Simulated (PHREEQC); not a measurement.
Make-up at 25 °C: 0.036 mol ZnSO4 per kg of water. Closed to the air; pH follows from the charge balance.

All values are PHREEQC results (ion-association model, phreeqc.dat), not measurements.

Each row changes one thing in this solution. Precipitation was switched off in this run.

```json
[
 {"case": "as made", "pH": "5.63", "ionic strength (mol/kgw)": "0.0812", "Zn+2 (mol/kgw)": "0.0203", "SO4-2 (mol/kgw)": "0.0182", "ZnSO4 (mol/kgw)": "0.0136", "Zn(SO4)2-2 (mol/kgw)": "0.00207"},
 {"case": "ZnSO4 from 0.036 to 0.0324 mol/kgw", "pH": "5.64", "ionic strength (mol/kgw)": "0.0741", "Zn+2 (mol/kgw)": "0.0185", "SO4-2 (mol/kgw)": "0.0168", "ZnSO4 (mol/kgw)": "0.0122", "Zn(SO4)2-2 (mol/kgw)": "0.00171"},
 {"case": "ZnSO4 from 0.036 to 0.054 mol/kgw", "pH": "5.60", "ionic strength (mol/kgw)": "0.116", "Zn+2 (mol/kgw)": "0.0290", "SO4-2 (mol/kgw)": "0.0247", "ZnSO4 (mol/kgw)": "(withheld)", "Zn(SO4)2-2 (mol/kgw)": "0.00426"},
 {"case": "diluted 100-fold with water", "pH": "6.24", "ionic strength (mol/kgw)": "0.00136", "Zn+2 (mol/kgw)": "0.000340", "SO4-2 (mol/kgw)": "0.000340", "ZnSO4 (mol/kgw)": "(withheld)", "Zn(SO4)2-2 (mol/kgw)": "5.42e-8"},
 {"case": "temperature from 25 to 80 °C", "pH": "5.06", "ionic strength (mol/kgw)": "0.0768", "Zn+2 (mol/kgw)": "0.0192", "SO4-2 (mol/kgw)": "0.0176", "ZnSO4 (mol/kgw)": "0.0152", "Zn(SO4)2-2 (mol/kgw)": "0.00158"},
 {"case": "0.00063 mol/kgw KCl added", "pH": "5.63", "ionic strength (mol/kgw)": "0.0819", "Zn+2 (mol/kgw)": "0.0203", "SO4-2 (mol/kgw)": "0.0182", "ZnSO4 (mol/kgw)": "0.0136", "Zn(SO4)2-2 (mol/kgw)": "0.00207"},
 {"case": "ZnSO4 from 0.036 to 0.0396 mol/kgw", "pH": "5.62", "ionic strength (mol/kgw)": "0.0882", "Zn+2 (mol/kgw)": "0.0221", "SO4-2 (mol/kgw)": "(withheld)", "ZnSO4 (mol/kgw)": "0.0151", "Zn(SO4)2-2 (mol/kgw)": "0.00246"},
 {"case": "diluted 10-fold with water", "pH": "5.88", "ionic strength (mol/kgw)": "0.0112", "Zn+2 (mol/kgw)": "0.00280", "SO4-2 (mol/kgw)": "(withheld)", "ZnSO4 (mol/kgw)": "0.000780", "Zn(SO4)2-2 (mol/kgw)": "1.79e-5"}
]
```

Problem. What belongs in the gaps?

Solution. 
- ZnSO4 from 0.036 to 0.054 mol/kgw, ZnSO4 (mol/kgw): 0.0208
- diluted 100-fold with water, ZnSO4 (mol/kgw): 1.95e-5
- ZnSO4 from 0.036 to 0.0396 mol/kgw, SO4-2 (mol/kgw): 0.0196
- diluted 10-fold with water, SO4-2 (mol/kgw): 0.00278

Complexes and solids missing from the database can't appear. Constants without temperature data keep their 25 °C values here.
